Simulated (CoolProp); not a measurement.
Saturation properties of cyclopropane (Tc = 125.5 °C, pc = 5.605 MPa, ω = 0.131).

Values from CoolProp's reference Helmholtz-energy equation of state, Polt 1992. This equation is an older, rougher fit; its heat capacities, sound speeds and derivatives of the liquid may be far off and weren't checked against measurements.

```tsv
T (°C)	p (MPa)	vapour density (kg/m³)	enthalpy of vaporisation (kJ/kg)
10.35	0.4772	9.457	425.1
21.85	0.6649	13.01	407.4
33.45	0.9041	17.58	389.4
44.95	1.198	23.31	370.5
56.45	1.557	30.53	349.8
68.05	1.993	39.76	326.2
79.55	2.507	51.49	299.2
91.15	3.117	67.06	266.9
```
